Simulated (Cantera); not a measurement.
An adiabatic, constant-pressure homogeneous reactor starts with C3H8 : O2 : N2 : CO2 = 1 : 12.8 : 48.2 : 0.084 (molar parts), equivalence ratio 0.39, at 1648 K and 5.00 bar.

Detailed kinetics in Cantera: GRI-Mech 3.0 (53 species, 325 reactions). GRI-Mech 3.0 was tuned for natural gas; its chemistry of propane as a main component is partial and can be far from experiment.

### Question
Predict: time of steepest temperature rise; temperature at 3.00 s; equilibrium temperature; x(O2) at 3.00 s; x(H) at 3.00 s.

### Answer
| Item | Result |
|---|---|
| time of steepest temperature rise | 8.42 µs |
| temperature at 3.00 s | 2419 K |
| equilibrium temperature | 2419 K |
| x(O2) at 3.00 s | 0.115 (gas-phase equilibrium 0.115) |
| x(H) at 3.00 s | 0.000139 (gas-phase equilibrium 0.000139) |
